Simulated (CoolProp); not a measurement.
The numbers come from the reference Helmholtz-energy equation of state, Lemmon 2006 in CoolProp. It is a short technical equation, of lower accuracy than the large ones.

Question: Give the vapour pressure (kPa), liquid density (kg/m³), enthalpy of vaporisation (kJ/kg), surface tension (mN/m) of saturated nitrous oxide at -66.25, -40.65 °C.

Answer: 
```tsv
T (°C)	p (kPa)	liquid density (kg/m³)	enthalpy of vaporisation (kJ/kg)	surface tension (mN/m)
-66.25	325	1160	348	18.8
-40.65	917	1080	312	13.3
```

Surface tension comes from a separate correlation (Mulero 2012).
